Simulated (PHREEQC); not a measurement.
**Spent oxide etchant (model solution)**

Make-up at 25 °C: 0.0035 mol/kgw HF, 0.11 mol/kgw H2SiF6 and 0.0063 mol/kgw H3BO3. Closed to the air; pH follows from the charge balance.

Equilibrium calculation in PHREEQC: ion-association model, phreeqc.dat.

This is a speciation only: nothing precipitates in the calculation.

Predict the pH.

pH 0.77.

In which forms is B present?

BF4- 77 %, H3BO3 20 %, BF3OH- 2.7 % of the B.

The solution is supersaturated, for example in SiO2(a), Quartz (slow to form), so a real one may precipitate; this is no full list. Species that the database lacks are ignored. SiF6-2 is the database's only silicon fluoride. Real BF4- forms and hydrolyses slowly; the run takes it at equilibrium.
